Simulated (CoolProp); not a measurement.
A simple Rankine cycle with ethylbenzene: condensing at 327.15 K, boiler at 1.65 MPa, turbine inlet 560.8 K, turbine efficiency 0.85, pump efficiency 0.8, no recuperator. Each further row changes one setting.

The numbers come from the reference Helmholtz-energy equation of state, Zhou 2012 in CoolProp.

```json
[
 {"case": "as stated", "thermal efficiency (%)": "23.2", "net work (kJ/kg)": "172", "heat in (kJ/kg)": "742", "turbine exit temperature (K)": "448.4", "volume ratio over the turbine": "328"},
 {"case": "turbine inlet 580.8 K", "thermal efficiency (%)": "22.9", "net work (kJ/kg)": "181", "heat in (kJ/kg)": "792", "turbine exit temperature (K)": "470.6", "volume ratio over the turbine": "312"},
 {"case": "condensing temperature 319.15 K", "thermal efficiency (%)": "24.1", "net work (kJ/kg)": "183", "heat in (kJ/kg)": "757", "turbine exit temperature (K)": "442.3", "volume ratio over the turbine": "473"},
 {"case": "boiler pressure 1.15 MPa", "thermal efficiency (%)": "22.1", "net work (kJ/kg)": "168", "heat in (kJ/kg)": "761", "turbine exit temperature (K)": "461.0", "volume ratio over the turbine": "204"},
 {"case": "turbine efficiency 0.75", "thermal efficiency (%)": "20.4", "net work (kJ/kg)": "151", "heat in (kJ/kg)": "742", "turbine exit temperature (K)": "459.8", "volume ratio over the turbine": "337"}
]
```
